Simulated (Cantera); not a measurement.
An isothermal, constant-pressure homogeneous reactor starts with CH4 : CO2 = 1 : 2 (molar parts), at 1498 K and 1.01 bar. Integrator tolerance rtol = 1e-08.

Computed with Cantera and GRI-Mech 3.0 (53 species, 325 reactions).

**Question.** What does this change do: CO2 2 to 4.3 parts?

**Answer.** 
```
quantity                                           before                                    after
----------------  ---------------------------------------  ---------------------------------------
x(CH4) at 7.00 s   0.0248 (gas-phase equilibrium 4.54e-7)   0.0109 (gas-phase equilibrium 1.33e-8)
x(CO2) at 7.00 s     0.174 (gas-phase equilibrium 0.0830)      0.361 (gas-phase equilibrium 0.282)
x(OH) at 7.00 s   2.24e-7 (gas-phase equilibrium 1.07e-7)  3.27e-7 (gas-phase equilibrium 2.57e-7)
x(CH2) at 7.00 s   2.99e-9 (gas-phase equilibrium <1e-12)   2.64e-9 (gas-phase equilibrium <1e-12)
x(HCO) at 7.00 s  4.62e-9 (gas-phase equilibrium 7.78e-9)  2.83e-9 (gas-phase equilibrium 4.05e-9)
x(H) at 7.00 s    7.03e-6 (gas-phase equilibrium 9.14e-6)  4.52e-6 (gas-phase equilibrium 5.54e-6)
x(CO) at 7.00 s       0.390 (gas-phase equilibrium 0.517)      0.358 (gas-phase equilibrium 0.444)
```
